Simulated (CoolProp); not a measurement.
Values from CoolProp's reference Helmholtz-energy equation of state, Lemmon 2006. It is a short technical equation, of lower accuracy than the large ones.

**Question.** For isopentane, give the phase and the Z, cp (kJ/(kg K)), cv (kJ/(kg K)), viscosity (µPa s) at 500 K and 0.985 MPa.

**Answer.** 
- 500 K and 0.985 MPa: gas; Z 0.920, cp 2.62, cv 2.45, viscosity 12.0

Viscosity comes from a separate model (Chung 1988), a generic estimate that can be far off for the liquid and wasn't checked against measurements.
